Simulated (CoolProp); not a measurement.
Vapour pressure (kPa) of isohexane: the reference equation beside estimates from Tc = 497.7 K, pc = 3043 kPa, ω = 0.280. Clausius-Clapeyron is anchored at 362.9 K with a constant enthalpy of vaporisation of 25.85 kJ/mol.

The numbers come from the reference Helmholtz-energy equation of state, Lemmon 2006 in CoolProp. It is a short technical equation, of lower accuracy than the large ones.

| T (K) | reference | Lee-Kesler | Clausius-Clapeyron | van der Waals | Redlich-Kwong | Soave-Redlich-Kwong | Peng-Robinson |
|---|---|---|---|---|---|---|---|
| 335.9 | 109.8 | 109.4 | 119.4 | 504.9 | 194.0 | 109.4 | 109.6 |
| 342.7 | 135.1 | 135.0 | 143.5 | 560.5 | 231.2 | 134.9 | 134.8 |
| 349.4 | 164.3 | 164.5 | 170.8 | 619.0 | 272.6 | 164.4 | 163.9 |
| 356.2 | 198.7 | 199.3 | 202.4 | 682.3 | 319.9 | 199.2 | 198.1 |
| 362.9 | 237.8 | 238.9 | 237.8 | 748.7 | 372.0 | 238.8 | 237.0 |
| 369.7 | 283.1 | 284.8 | 278.4 | 820.1 | 430.7 | 284.8 | 282.3 |
| 376.4 | 334.0 | 336.2 | 323.3 | 894.7 | 494.7 | 336.5 | 333.1 |
| 383.2 | 392.3 | 395.2 | 374.4 | 974.7 | 566.2 | 395.9 | 391.5 |
| 390 | 458.0 | 461.5 | 431.3 | 1059 | 644.6 | 462.9 | 457.3 |
| 396.7 | 530.5 | 534.6 | 493.4 | 1147 | 729.0 | 537.0 | 530.2 |
| 403.5 | 612.5 | 617.3 | 563.1 | 1240 | 822.0 | 620.9 | 612.7 |
| 410.2 | 702.3 | 707.6 | 638.7 | 1337 | 921.4 | 712.7 | 703.2 |
| 417 | 803.1 | 808.9 | 722.7 | 1440 | 1030 | 815.9 | 805.0 |
| 423.7 | 912.6 | 918.8 | 813.1 | 1546 | 1146 | 928.0 | 915.7 |

Absolute difference from the reference over all 14 rows, mean and median: Lee-Kesler 0.6 and 0.7 %, Clausius-Clapeyron 5.8 and 6.0 %, van der Waals 178.9 and 158.2 %, Redlich-Kwong 48.1 and 46.2 %, Soave-Redlich-Kwong 0.9 and 0.8 %, Peng-Robinson 0.2 and 0.2 %.
